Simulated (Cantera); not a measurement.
Input (Python, Cantera) and output of one run.

```python
import numpy as np
import cantera as ct

gas_names = """
    C CO CO2 C2 C2O C3 C3O2 C4 C5 Fe FeC5O5 FeO O O2 O3
""".split()
cond_names = """
    C(gr) Fe(a) Fe(c) Fe(d) Fe(L) FeC5O5(L) FeO(s) FeO(L) Fe2O3(s) Fe3O4(s)
""".split()


# ... load() reads the species with a 1 bar reference pressure and builds the phases ...
atoms = {
    'Fe3O4': {'Fe': 3, 'O': 4},
    'CO': {'C': 1, 'O': 1},
    'C': {'C': 1},
}
top_T = {'C(gr)': 4500, 'Fe2O3(s)': 1830, 'Fe3O4(s)': 1870}  # K; cautious upper limits of use, not melting points


# ... equilibrate(T, P, feed) seeds the gas with the atoms and calls Mixture.equilibrate('TP', solver="vcs", rtol=1e-11, max_steps=5000) ...
results = []
feed = {'Fe3O4': 1, 'CO': 11, 'C': 2.8}  # mol
P = 58  # Pa
for T in [2123, 2148, 2173, 2198, 2223, 2248, 2273, 2298, 2323, 2348]:
    mix = equilibrate(T, P, feed)
    results.append((T, P, feed, dict(zip(mix.species_names, mix.species_moles))))

top = {s: max(r[3][s] / sum(r[3][g] for g in gas_names) for r in results) for s in gas_names}
cols = sorted((s for s in top if top[s] > 0.001), key=lambda s: -top[s])[:5]
seen = [c for c in cond_names if any(r[3].get(c, 0) > 1e-12 for r in results)]
print("log10 of partial pressures in bar; condensed amounts in mol")
print(f"{'T/K':>10s}" + "".join(f"{s[:9]:>10s}" for s in cols + seen))
for T, P, feed, n in results:
    ng = sum(n[g] for g in gas_names)
    print(f"{T:10.4g}" + "".join(f"{np.log10(max(n[s] / ng * P / 1e5, 1e-99)):10.3f}" for s in cols)
          + "".join(f"{n.get(c, 0):10.4g}" for c in seen))
```

It prints:

```
log10 of partial pressures in bar; condensed amounts in mol
       T/K        CO        Fe       CO2         O       FeO
      2123    -3.360    -3.990    -4.404    -6.291    -5.913
      2148    -3.360    -3.991    -4.408    -6.142    -5.888
      2173    -3.360    -3.991    -4.414    -5.999    -5.865
      2198    -3.359    -3.992    -4.421    -5.861    -5.844
      2223    -3.359    -3.993    -4.430    -5.728    -5.826
      2248    -3.359    -3.994    -4.441    -5.600    -5.812
      2273    -3.358    -3.994    -4.456    -5.479    -5.801
      2298    -3.358    -3.995    -4.474    -5.365    -5.794
      2323    -3.357    -3.997    -4.496    -5.257    -5.793
      2348    -3.357    -3.998    -4.523    -5.157    -5.797
```

These are equilibrium values from Cantera (NASA tables, ideal gas, pure condensed phases), not measurements of a reactor.
